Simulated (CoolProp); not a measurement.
Water along the isotherm 135.65 °C: fugacity coefficient from the reference equation and from simpler models built on Tc = 373.9 °C, pc = 220.6 bar, ω = 0.344; each cubic takes its own stable root.

Model: reference Helmholtz-energy equation of state, Wagner 2002, in CoolProp.

```csv
p (bar),phase,reference
36.8,liquid,0.08566
73.5,liquid,0.04379
110,liquid,0.02987
147,liquid,0.02283
184,liquid,0.01862
221,liquid,0.01583
257,liquid,0.01389
294,liquid,0.01240
331,liquid,0.01124
368,liquid,0.01032
405,liquid,0.009577
441,liquid,0.008974
478,liquid,0.008451
515,liquid,0.008007
552,liquid,0.007625
```

Problem. How far does each simpler model (van der Waals, Redlich-Kwong, Soave-Redlich-Kwong, Peng-Robinson) lie from the reference over these 15 states: mean and median of the absolute difference, and the worst?

Solution. 
- van der Waals: mean 770.1 %, median 766.9 %, worst +907.7 % at 135.65 °C and 552 bar
- Redlich-Kwong: mean 152.1 %, median 151.9 %, worst +167.5 % at 135.65 °C and 552 bar
- Soave-Redlich-Kwong: mean 3.9 %, median 3.3 %, worst +8.9 % at 135.65 °C and 552 bar
- Peng-Robinson: mean 2.4 %, median 2.2 %, worst +5.4 % at 135.65 °C and 552 bar
